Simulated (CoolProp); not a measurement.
Computed with CoolProp (reference Helmholtz-energy equation of state, Lemmon 2006). It is a short technical equation, of lower accuracy than the large ones.

Problem. For nitrous oxide, give the phase and the Z, speed of sound (m/s), isothermal compressibility (1/MPa), expansivity (1/kK) at 348.8 K and 18100 kPa.

Solution. 
- 348.8 K and 18100 kPa: supercritical; Z 0.448, speed of sound 346, isothermal compressibility 0.0387, expansivity 10.8
